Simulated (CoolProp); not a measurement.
CF4 (R14) along the isotherm 221.4 K: fugacity coefficient from the reference equation and from simpler models built on Tc = 227.4 K, pc = 37.62 bar, ω = 0.178; each cubic takes its own stable root.

The numbers come from the reference Helmholtz-energy equation of state, Platzer 1990 in CoolProp. This equation is an older, rougher fit; its heat capacities, sound speeds and derivatives of the liquid may be far off and weren't checked against measurements.

```csv
p (bar),phase,reference,Redlich-Kwong,Peng-Robinson
4.34,gas,0.9577,0.9579,0.9532
8.68,gas,0.9160,0.9163,0.9074
13,gas,0.8748,0.8753,0.8627
17.4,gas,0.8331,0.8339,0.8178
21.7,gas,0.7922,0.7934,0.7745
26,gas,0.7507,0.7526,0.7311
30.4,gas,0.7063,0.7095,0.6858
34.7,liquid,0.6391,0.6517,0.6225
39.1,liquid,0.5789,0.5928,0.5645
43.4,liquid,0.5319,0.5464,0.5189
47.8,liquid,0.4925,0.5075,0.4806
52.1,liquid,0.4605,0.4757,0.4494
56.4,liquid,0.4334,0.4487,0.4229
```
